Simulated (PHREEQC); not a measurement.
Make-up at 25 °C: 0.0164 mol/kgw H2SO4 and 7.8e-05 mol/kgw NiCl2. Closed to the air; pH follows from the charge balance.

The numbers come from PHREEQC with the ion-association model, wateq4f.dat.

Precipitation was switched off in this run.

Question: Estimate the pH, ionic strength.

Answer: pH 1.68; ionic strength 0.0312 mol/kgw.

Question: In which forms is S present?

Answer: HSO4- 55 %, SO4-2 45 % of the S.
